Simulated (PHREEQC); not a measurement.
A solution holds 81 mmol/kgw HF, 0.11 mmol/kgw KF and 7.2 mmol/kgw H2SO4, at 83 °C. Closed to the air; pH follows from the charge balance.

All values are PHREEQC results (ion-association model, phreeqc.dat), not measurements.

```yaml
pH: 1.99
ionic_strength: 0.0133 mol/kgw
total_alkalinity: -95.4 meq/kg
```

```csv
species,molality,activity,log γ
HF,0.0780,0.0783,0.001
H+,0.0114,0.0101,-0.049
HSO4-,0.00541,0.00474,-0.057
F-,0.00186,0.00163,-0.058
SO4-2,0.00179,0.00108,-0.222
HF2-,0.000617,0.000541,-0.057
K+,0.000108,9.46e-5,-0.058
KSO4-,1.89e-6,1.67e-6,-0.055
```

Precipitation was switched off in this run. Complexes and solids missing from the database can't appear. At this temperature some constants are extrapolated from 25 °C, and those without enthalpy data are left unchanged.
